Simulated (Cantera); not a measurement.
An isothermal, constant-pressure homogeneous reactor starts with 37.5 % H2, 20.8 % O2, 41.7 % N2, equivalence ratio 0.90, at 848 K and 0.610 bar.

Computed with Cantera and GRI-Mech 3.0 (53 species, 325 reactions). Below about 950 K walls govern HO2 and H2O2 in real vessels. The temperature is held fixed by assumption; the heat of reaction is taken as removed at once.

x: mole fraction; the columns are a selection and need not sum to one.

```
t (s)         x H2    x O2    x H2O2       x H     x N2O
--------  --------  ------  --------  --------  --------
0.000300     0.375   0.208    <1e-12  4.12e-12    <1e-12
0.00119      0.375   0.208  9.63e-12  4.31e-12    <1e-12
0.00475      0.375   0.208  1.57e-10  5.13e-12    <1e-12
0.0189       0.375   0.208   2.65e-9  8.89e-12    <1e-12
0.0754       0.375   0.208   5.70e-8  3.73e-11    <1e-12
0.300        0.375   0.208   4.19e-6  7.92e-10    <1e-12
1.19         0.374   0.208  0.000190   1.32e-8  8.57e-12
4.75         0.351   0.196   0.00139   6.30e-8  2.08e-10
18.9         0.241   0.142   0.00111   3.66e-8         ?
75.4        0.0369  0.0435  0.000166   1.18e-8         ?
300       0.000199  0.0257   2.39e-7  2.66e-11         ?
```

Task: Some entries are withheld; supply them.

Result: 
- 18.9, x N2O: 1.17e-9
- 75.4, x N2O: 4.55e-9
- 300, x N2O: 7.96e-9
